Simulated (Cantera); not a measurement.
Input (Python, Cantera) and output of one run.

```python
import numpy as np
import cantera as ct

gas_names = """
    N NO NO2 NO3 N2 N2O O O2 O3 Pb PbO Pb2
""".split()
cond_names = """
    Pb(cr) Pb(L) PbO(rd) PbO(yw) PbO(L) PbO2(s) Pb3O4(s)
""".split()


# ... load() reads the species with a 1 bar reference pressure and builds the phases ...
atoms = {
    'PbO': {'Pb': 1, 'O': 1},
    'N2': {'N': 2},
    'O2': {'O': 2},
}
top_T = {'Pb3O4(s)': 820}  # K; cautious upper limits of use, not melting points


# ... equilibrate(T, P, feed) seeds the gas with the atoms and calls Mixture.equilibrate('TP', solver="vcs", rtol=1e-11, max_steps=5000) ...
results = []
feed = {'PbO': 1, 'N2': 8.1, 'O2': 2.3}  # mol
T = 1073  # K
P = 100000  # Pa
mix = equilibrate(T, P, feed)
results.append((T, P, feed, dict(zip(mix.species_names, mix.species_moles))))
print(gas.report(threshold=0.001))
for i in range(1, mix.n_phases):
    print(f"{mix.phase(i).name:16s} {mix.phase_moles(i):12.5e} mol")
```

Output:

```
       temperature   1073 K
          pressure   1e+05 Pa
           density   0.32389 kg/m^3
  mean mol. weight   28.896 kg/kmol
   phase of matter   gas

                          1 kg             1 kmol
                     ---------------   ---------------
          enthalpy         8.368e+05         2.418e+07  J
   internal energy        5.2805e+05        1.5258e+07  J
           entropy            8248.1        2.3833e+05  J/K
    Gibbs function       -8.0134e+06       -2.3155e+08  J
 heat capacity c_p            1159.8             33514  J/K
 heat capacity c_v            872.09             25200  J/K

                      mass frac. Y      mole frac. X     chem. pot. / RT
                     ---------------   ---------------   ---------------
                N2           0.75505           0.77881           -25.297
                O2           0.24486           0.22112           -28.271
     [  +10 minor]        9.6205e-05        7.2669e-05

Pb(L)             0.00000e+00 mol
PbO(yw)           9.99970e-01 mol
PbO2(s)           0.00000e+00 mol
```

Cantera equilibrium calculation (NASA polynomials, part measured and part estimated; ideal gas, pure solids and liquids).
